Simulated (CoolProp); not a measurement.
Saturation properties of octamethyltrisiloxane (MDM) (Tc = 292.2 °C, pc = 14.38 bar, ω = 0.528).

Values from CoolProp's reference Helmholtz-energy equation of state, Thol 2017.

| T (°C) | p (bar) | liquid density (kg/m³) | liquid cp (kJ/(kg K)) | surface tension (mN/m) |
|---|---|---|---|---|
| 106.65 | 0.2532 | [?] | 1.988 | 9.69 |
| 118.35 | 0.3753 | 716.1 | 2.019 | 8.81 |
| 130.05 | 0.5405 | 702.5 | 2.050 | 7.95 |
| 141.75 | 0.7582 | 688.4 | [?] | 7.11 |
| 153.45 | [?] | 673.9 | 2.115 | 6.31 |
| 165.15 | 1.395 | 658.9 | 2.149 | 5.54 |
| 176.85 | 1.838 | 643.2 | 2.184 | 4.80 |
| 188.55 | 2.380 | 626.7 | 2.221 | 4.10 |

Problem. Complete the blanks.

Solution. 
- 106.65, liquid density (kg/m³): 729.3
- 141.75, liquid cp (kJ/(kg K)): 2.082
- 153.45, p (bar): 1.039

It boils at 152.5 °C under 1 atm.

Surface tension comes from a separate correlation (Mulero 2014), older than this fluid's equation and unchecked against measurements.
